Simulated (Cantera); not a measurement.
# Aluminium nitride and oxide growth: AlI3 + N2

Charge: 1 mol AlI3, 0.81 mol N2, equilibrated at 1025 °C.

These are equilibrium values from Cantera (NASA tables, ideal gas, pure condensed phases), not measurements of a reactor. Candidate condensed phases: Al, AlI3, AlN, I2; 10 gas species. The numbers say what is thermodynamically allowed, not how fast it happens.

From 10.0 Pa to 1.00 bar the condensed part is AlN(s). The main Al-bearing gas is AlI at 10.0 Pa and AlI3 at 1.00 bar. The share of Al in condensed phases is highest at 10.0 Pa (92.5 %) and lowest at 1.00 bar (9.0 %).

```csv
P (Pa),x I,x AlI3,x N2,x I2,x AlI,x Al2I6,n AlN(s)
10,0.873,0.00115,0.104,0.000349,0.0212,<1e-12,0.925
63,0.864,0.0173,0.109,0.00215,0.00819,1.66e-10,0.918
400,0.701,0.118,0.171,0.00899,0.00210,4.90e-8,0.665
2500,0.411,0.289,0.281,0.0193,0.000385,1.85e-6,0.341
16000,0.192,0.418,0.364,0.0269,6.23e-5,2.47e-5,0.164
100000,0.0819,0.482,0.405,0.0307,1.01e-5,0.000205,0.0901
```
x: gas mole fraction; n: condensed amount in mol.
